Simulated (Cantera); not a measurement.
An isothermal, constant-pressure homogeneous reactor starts with CH₄ : N₂ = 1 : 57 (molar parts), at 1775 K and 51.0 Torr. Integrator tolerance rtol = 1e-08.

Computed with Cantera and GRI-Mech 3.0 (53 species, 325 reactions). GRI-Mech 3.0 stops at C3 and has no aromatics, soot or wall deposition, so with more carbon than oxygen in the feed, carbon stays in small species such as C2H2 where larger ones or solid carbon would form.

Q: What does this change do: temperature 1775 to 1200 K?

A: 
```csv
quantity,before,after
x(CH₄) at 4.00 s,1.21e-5 (gas-phase equilibrium 5.01e-7),0.0172 (gas-phase equilibrium 0.000494)
x(C₂H) at 4.00 s,4.60e-7 (gas-phase equilibrium 3.80e-8),<1e-12 (gas-phase equilibrium 1.31e-12)
x(C₂H₆) at 4.00 s,3.67e-11 (gas-phase equilibrium <1e-12),3.93e-7 (gas-phase equilibrium 7.63e-9)
x(CH₂) at 4.00 s,1.28e-8 (gas-phase equilibrium 5.50e-10),<1e-12 (gas-phase equilibrium <1e-12)
x(C₂H₂) at 4.00 s,0.00844 (gas-phase equilibrium 0.000688),4.96e-10 (gas-phase equilibrium 0.00149)
x(HCN) at 4.00 s,4.95e-5 (gas-phase equilibrium 0.0156),<1e-12 (gas-phase equilibrium 0.0134)
x(H) at 4.00 s,0.000175 (gas-phase equilibrium 0.000178),2.79e-11 (gas-phase equilibrium 1.20e-7)
```

Q: What does this change do: N2 57 to 170 parts?

A: 
```tsv
quantity	before	after
x(CH₄) at 4.00 s	1.21e-5 (gas-phase equilibrium 5.01e-7)	1.70e-6 (gas-phase equilibrium 3.58e-8)
x(C₂H) at 4.00 s	4.60e-7 (gas-phase equilibrium 3.80e-8)	2.52e-7 (gas-phase equilibrium 8.28e-9)
x(C₂H₆) at 4.00 s	3.67e-11 (gas-phase equilibrium <1e-12)	2.06e-12 (gas-phase equilibrium <1e-12)
x(CH₂) at 4.00 s	1.28e-8 (gas-phase equilibrium 5.50e-10)	4.65e-9 (gas-phase equilibrium 1.15e-10)
x(C₂H₂) at 4.00 s	0.00844 (gas-phase equilibrium 0.000688)	0.00288 (gas-phase equilibrium 8.78e-5)
x(HCN) at 4.00 s	4.95e-5 (gas-phase equilibrium 0.0156)	5.95e-5 (gas-phase equilibrium 0.00564)
x(H) at 4.00 s	0.000175 (gas-phase equilibrium 0.000178)	9.68e-5 (gas-phase equilibrium 0.000104)
```

Q: What does this change do: pressure from 51.0 Torr to 375 Torr?

A: 
```json
[
 {"quantity": "x(CH₄) at 4.00 s", "before": "1.21e-5 (gas-phase equilibrium 5.01e-7)", "after": "1.70e-5 (gas-phase equilibrium 3.70e-6)"},
 {"quantity": "x(C₂H) at 4.00 s", "before": "4.60e-7 (gas-phase equilibrium 3.80e-8)", "after": "1.72e-7 (gas-phase equilibrium 1.40e-8)"},
 {"quantity": "x(C₂H₆) at 4.00 s", "before": "3.67e-11 (gas-phase equilibrium <1e-12)", "after": "8.76e-11 (gas-phase equilibrium 4.54e-12)"},
 {"quantity": "x(CH₂) at 4.00 s", "before": "1.28e-8 (gas-phase equilibrium 5.50e-10)", "after": "2.53e-9 (gas-phase equilibrium 5.51e-10)"},
 {"quantity": "x(C₂H₂) at 4.00 s", "before": "0.00844 (gas-phase equilibrium 0.000688)", "after": "0.00845 (gas-phase equilibrium 0.000688)"},
 {"quantity": "x(HCN) at 4.00 s", "before": "4.95e-5 (gas-phase equilibrium 0.0156)", "after": "2.18e-5 (gas-phase equilibrium 0.0156)"},
 {"quantity": "x(H) at 4.00 s", "before": "0.000175 (gas-phase equilibrium 0.000178)", "after": "6.56e-5 (gas-phase equilibrium 6.57e-5)"}
]
```
